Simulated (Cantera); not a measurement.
Feed: 1 mol ZrO2, 870 mol H2, 3.2 mol H2O, equilibrated at 23.0 Pa.

These are equilibrium values from Cantera (NASA tables, ideal gas, pure condensed phases), not measurements of a reactor. Candidate condensed phases: H2O, Zr, ZrO2; 12 gas species. The numbers say what is thermodynamically allowed, not how fast it happens.

x: gas mole fraction; n: condensed amount in mol.

| T (°C) | x H2 | x H | x H2O | x OH | n ZrO2(monoclinic) | n ZrO2(tetragonal) |
|---|---|---|---|---|---|---|
| 1075 | 0.996 | 0.000152 | 0.00366 | (withheld) | 1.00 | 0 |
| 1125 | 0.996 | 0.000311 | 0.00366 | (withheld) | 1.00 | 0 |
| 1175 | 0.996 | 0.000606 | 0.00366 | (withheld) | 1.00 | 0 |
| 1225 | 0.995 | 0.00113 | 0.00366 | (withheld) | 0 | 1.00 |
| 1275 | 0.994 | 0.00202 | 0.00366 | (withheld) | 0 | 1.00 |
| 1325 | 0.993 | 0.00350 | 0.00366 | (withheld) | 0 | 1.00 |
| 1375 | 0.991 | 0.00584 | 0.00365 | (withheld) | 0 | 1.00 |
| 1425 | 0.987 | 0.00947 | 0.00365 | (withheld) | 0 | 1.00 |
| 1475 | 0.981 | 0.0149 | 0.00363 | (withheld) | 0 | 1.00 |
| 1525 | 0.973 | 0.0229 | 0.00362 | (withheld) | 0 | 1.000 |
| 1575 | 0.962 | 0.0343 | 0.00359 | (withheld) | 0 | 1.000 |
| 1625 | 0.946 | 0.0501 | 0.00356 | (withheld) | 0 | 1.000 |
| 1675 | 0.925 | 0.0717 | 0.00351 | (withheld) | 0 | 1.000 |
| 1725 | 0.896 | 0.100 | 0.00344 | (withheld) | 0 | 1.000 |

Q: What belongs in the gaps?

A: 
- 1075, x OH: 9.02e-9
- 1125, x OH: 2.26e-8
- 1175, x OH: 5.31e-8
- 1225, x OH: 1.18e-7
- 1275, x OH: 2.49e-7
- 1325, x OH: 5.02e-7
- 1375, x OH: 9.68e-7
- 1425, x OH: 1.80e-6
- 1475, x OH: 3.22e-6
- 1525, x OH: 5.59e-6
- 1575, x OH: 9.42e-6
- 1625, x OH: 1.54e-5
- 1675, x OH: 2.46e-5
- 1725, x OH: 3.82e-5
